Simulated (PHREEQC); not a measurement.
Consider water at 25 °C with 0.07 mol/kgw NiSO4, 0.00012 mol/kgw KCl and 3e-05 mol/kgw FeSO4. Closed to the air; pH follows from the charge balance.

Model: ion-association model, wateq4f.dat, run in PHREEQC.

Precipitation was switched off in this run.

Problem. What pH, ionic strength does the model give?

Solution. pH 6.04; ionic strength 0.158 mol/kgw.

Problem. In which forms is S present?

Solution. SO4-2 56 %, NiSO4 44 % of the S.

Complexes and solids missing from the database can't appear.
